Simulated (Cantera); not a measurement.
A Cantera script and what it prints.

```python
import numpy as np
import cantera as ct

gas_names = """
    C CO COS CO2 CS CS2 C2 C2O C3 C3O2 C4 C5 Mg MgO MgS Mg2 O O2 O3 S SO SO2 SO3 S2 S2O S8
""".split()
cond_names = """
    C(gr) Mg(cr) Mg(L) MgCO3(s) MgO(s) MgO(L) MgS(s) MgSO4(s) MgSO4(L) S(cr1) S(cr2) S(L)
""".split()


# ... load() reads the species with a 1 bar reference pressure and builds the phases ...
atoms = {
    'MgSO4': {'Mg': 1, 'S': 1, 'O': 4},
    'C': {'C': 1},
    'O2': {'O': 2},
}
top_T = {'C(gr)': 4500, 'MgS(s)': 2250}  # K; cautious upper limits of use, not melting points


# ... equilibrate(T, P, feed) seeds the gas with the atoms and calls Mixture.equilibrate('TP', solver="vcs", rtol=1e-11, max_steps=5000) ...
results = []
feed = {'MgSO4': 1, 'C': 0.097, 'O2': 13}  # mol
T = 2100  # K
P = 69  # Pa
mix = equilibrate(T, P, feed)
results.append((T, P, feed, dict(zip(mix.species_names, mix.species_moles))))
print(gas.report(threshold=1e-05))
for i in range(1, mix.n_phases):
    print(f"{mix.phase(i).name:16s} {mix.phase_moles(i):12.5e} mol")
```

It prints:

```
       temperature   2100 K
          pressure   69 Pa
           density   0.00013195 kg/m^3
  mean mol. weight   33.391 kg/kmol
   phase of matter   gas

                          1 kg             1 kmol
                     ---------------   ---------------
          enthalpy        1.6417e+06        5.4819e+07  J
   internal energy        1.1188e+06        3.7358e+07  J
           entropy             10095        3.3709e+05  J/K
    Gibbs function       -1.9558e+07       -6.5306e+08  J
 heat capacity c_p            1158.6             38687  J/K
 heat capacity c_v            909.61             30373  J/K

                      mass frac. Y      mole frac. X     chem. pot. / RT
                     ---------------   ---------------   ---------------
                CO        0.00058044        0.00069194           -48.755
               CO2         0.0076505         0.0058046           -66.931
                Mg          0.001506          0.002069           -25.649
               MgO        0.00023471        0.00019445           -43.825
                 O          0.023719          0.049504           -18.176
                O2           0.83828           0.87476           -36.351
                SO         0.0013615        0.00094597           -45.095
               SO2           0.12665          0.066017           -63.271
     [  +18 minor]        2.0804e-05         1.122e-05

C(gr)             0.00000e+00 mol
Mg(L)             0.00000e+00 mol
MgO(s)            9.66205e-01 mol
MgS(s)            0.00000e+00 mol
MgSO4(L)          0.00000e+00 mol
S(L)              0.00000e+00 mol
```

These are equilibrium values from Cantera (NASA tables, ideal gas, pure condensed phases), not measurements of a reactor.
